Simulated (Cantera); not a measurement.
Charge: 1 mol PbO, 0.37 mol CH4, 1 mol CO, 0.43 mol C, equilibrated at 1330 Pa.

These are equilibrium values from Cantera (NASA tables, ideal gas, pure condensed phases), not measurements of a reactor. Candidate condensed phases: C, C6H6, C7H8, C8H18, H2O, Pb, PbO, PbO2, Pb3O4; 113 gas species. Kinetics and transport are ignored.

Which condensed phases are stable at each of these points (T (K)): 1323, 1373, 1423, 1473, 1523, 1573, 1623, 1673, 1723, 1773, 1823, 1873, 1923, 1973?


```tsv
T (K)	condensed phases	Pb condensed (%)
1323	Pb(l)	9.0
1373	gas only	0.0
1423	gas only	0.0
1473	gas only	0.0
1523	gas only	0.0
1573	gas only	0.0
1623	gas only	0.0
1673	gas only	0.0
1723	gas only	0.0
1773	gas only	0.0
1823	gas only	0.0
1873	gas only	0.0
1923	gas only	0.0
1973	gas only	0.0
```

At 1323 K the condensed part is Pb(l). From 1373 K to 1973 K nothing is condensed.
